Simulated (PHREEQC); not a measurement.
Make-up at 40 °C: 0.18 mol NaNO3 per kg of water. Closed to the air; pH follows from the charge balance.

All values are PHREEQC results (ion-association model, phreeqc.dat), not measurements.

Each row changes one thing in this solution. No solid was allowed to form.

| case | pH | ionic strength (mol/kgw) |
|---|---|---|
| as made | 6.74 | 0.180 |
| 0.036 mol/kgw HCl added | 1.55 | 0.216 |
| NaNO3 replaced by NaHS at the same molality | 9.30 | 0.180 |
| 0.0043 mol/kgw NaHF2 added | 3.25 | 0.185 |
| 0.016 mol/kgw KOH added | 11.59 | 0.196 |

At this temperature some constants are extrapolated from 25 °C, and those without enthalpy data are left unchanged.
